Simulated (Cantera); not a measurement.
Charge: 1 mol Si2Cl6, 2.4 mol NH3, 2.3 mol H2, at 1175 K and 12.0 mbar.

Equilibrium computed with Cantera from the NASA thermochemical tables; the gas is ideal and each condensed phase is pure. Candidate condensed phases: NH4Cl, Si, Si3N4; 28 gas species. The feed counts by its element totals alone. The tables' values for SiCl3 are old estimates; treat these amounts as uncertain. Kinetics and transport are ignored.

Base state: H2 0.470, HCl 0.432, SiCl4 0.0629, N2 0.0299, SiCl3 0.00252, SiHCl3 0.00161, SiCl2 0.000989 (mole fractions); condensed: Si3N4(s).

What changes in the equilibrium state with this change: pressure from 12.0 mbar to 65.0 Pa?


| species | before | after |
|---|---|---|
| HCl | 0.432 | 0.473 |
| H2 | 0.470 | 0.441 |
| SiCl4 | 0.0629 | 0.0434 |
| N2 | 0.0299 | 0.0253 |
| SiCl2 | 0.000989 | 0.00986 |
| SiCl3 | 0.00252 | 0.00662 |
| SiHCl3 | 0.00161 | 0.000954 |
| Si3N4(s), mol | 0.472 | 0.490 |
